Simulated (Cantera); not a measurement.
An isothermal, constant-pressure homogeneous reactor starts with H2 : O2 : N2 = 0.96 : 1 : 15 (molar parts), at 1173 K and 13300 Pa.

Cantera simulation using GRI-Mech 3.0 (53 species, 325 reactions); the numbers are that mechanism's predictions, not measurements. The temperature is held fixed by assumption; the heat of reaction is taken as removed at once.

x: mole fraction; the columns are a selection and need not sum to one.

```
t (s)           x H2    x O2         x H       x N2O      x H2O2
--------  ----------  ------  ----------  ----------  ----------
7.00e-5       0.0566  0.0590     1.71e-9      <1e-12    1.60e-12
0.000365      0.0566  0.0590     2.44e-7      <1e-12    5.60e-11
0.00190      0.00467  0.0345      0.0184     1.34e-8     2.27e-7
0.00993     0.000702  0.0316    0.000763     2.89e-8     3.39e-7
0.0518    (withheld)  0.0315  (withheld)  (withheld)  (withheld)
0.270        9.47e-7  0.0315     4.06e-8     5.04e-8     7.39e-9
1.41      (withheld)  0.0315  (withheld)     5.08e-8  (withheld)
7.35         1.95e-8  0.0316    1.36e-10     4.36e-8    2.11e-10
38.3         6.94e-9  0.0316    2.91e-11     1.78e-8    7.60e-11
200          6.47e-9  0.0316    2.61e-11     1.95e-9    7.07e-11
```

What belongs in the gaps?


- 0.0518, x H2: 1.77e-5
- 0.0518, x H: 2.78e-6
- 0.0518, x N2O: 4.60e-8
- 0.0518, x H2O2: 6.69e-8
- 1.41, x H2: 1.13e-7
- 1.41, x H: 1.83e-9
- 1.41, x H2O2: 1.12e-9
